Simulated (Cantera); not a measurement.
## Ignition delay

Mixture: 14.4 % H2, 11.3 % O2, 74.3 % N2, at 3750 Torr, adiabatic and at constant volume. Ignition delay is the time to a rise of 400 K.

Model: the H2/O2 subset of GRI-Mech 3.0, which has no nitrogen chemistry, integrated in Cantera. The hydrogen kinetics of GRI-Mech 3.0 are dated; newer H2 mechanisms differ, most at raised pressure. Where the delays flatten at high temperature, the 400 K rule measures the pace of heat release, not the induction time.

| T0 (K) | delay (ms) |
|---|---|
| 1075 | 1.78 |
| 1150 | 0.0561 |
| 1225 | 0.0174 |
| 1300 | 0.0101 |
| 1375 | 0.00693 |
| 1450 | 0.00522 |
| 1525 | 0.00420 |
| 1600 | 0.00356 |
| 1675 | 0.00316 |
| 1750 | 0.00291 |
